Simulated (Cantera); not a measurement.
Standard-state values (1 bar) from the NASA 1993 polynomials, evaluated with Cantera. Values are per mole of reaction as written; species without (g) are pure solids or liquids, kept so even where they would boil at 1 bar.

2 Ca(OH)2 + NH3(g) ⇌ 7 H(g) + NO2(g) + 2 CaO, with ΔH° = 2308.2 kJ and ΔS° = 760.4 J/K at 300 K.

Task: How far is the shortcut ΔG° ≈ ΔH°(300 K) − T·ΔS°(300 K) from the full temperature-dependent value at 425, 475, 525, 575, 625, 675, 725, 775, 825, 875, 925 K?

Result: 
```tsv
T (K)	shortcut (kJ)	full (kJ)	difference (kJ)	difference in log10 K
425	1985.1	1983.9	1.2	-0.14
475	1947.0	1944.9	2.1	-0.23
525	1909.0	1905.7	3.3	-0.33
575	1871.0	1866.4	4.6	-0.42
625	1833.0	1826.9	6.1	-0.51
675	1795.0	1787.3	7.7	-0.60
725	1756.9	1747.5	9.4	-0.68
775	1718.9	1707.7	11.2	-0.76
825	1680.9	1667.8	13.1	-0.83
875	1642.9	1627.8	15.1	-0.90
925	1604.9	1587.8	17.1	-0.96
```
The shortcut ignores the heat-capacity change of the reaction.
